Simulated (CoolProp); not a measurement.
Vapour-liquid equilibrium of acetone (1) + benzene (2) at 302.6 K; x and y are mole fractions of (1).

Values from CoolProp's multi-fluid Helmholtz-energy mixture model, Lemmon 2006 and Thol 2012; pair parameters Bell 2016.

Give the bubble pressure and the first vapour's composition at x = 0.05, 0.2, 0.65. Is there an azeotrope?

x = 0.05: 0.1754 bar, y = 0.156; x = 0.2: 0.2237 bar, y = 0.430; x = 0.65: 0.3170 bar, y = 0.791. No azeotrope shows between x = 0.05 and 0.95.

The pair parameters rest on a limited set of measurements; away from them the model extrapolates.
